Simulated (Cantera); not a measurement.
A closed system holds: 1 mol Si2H6, 0.22 mol HCl, 5.6 mol N2, at 72.0 mbar.

Method: chemical equilibrium by Gibbs-energy minimisation in Cantera with the NASA 1993 tables (ideal gas, pure condensed phases). Candidate condensed phases: NH4Cl, Si, Si3N4; 28 gas species. The feed counts by its element totals alone. N2 is the only nitrogen source here; it is nearly inert below about 1500 K, so the nitride shown seldom forms there in practice. Kinetics and transport are ignored. All values below are at 1073 K.

Base state: N2 0.570, H2 0.401, HCl 0.0294 (mole fractions); condensed: Si3N4(s).

Problem. What changes in the equilibrium state with this change: Si2H6 replaced by SiHCl3?

Solution. 
| species | before | after |
|---|---|---|
| N2 | 0.570 | 0.763 |
| HCl | 0.0294 | 0.133 |
| SiCl4 | 6.45e-7 | 0.0821 |
| H2 | 0.401 | 0.0209 |
| SiCl3 | 2.64e-8 | 0.000170 |
| SiHCl3 | 1.08e-7 | 0.000158 |
| Si3N4(s), mol | 0.667 | 0.142 |
The tables' values for SiCl3 are old estimates; treat these amounts as uncertain.
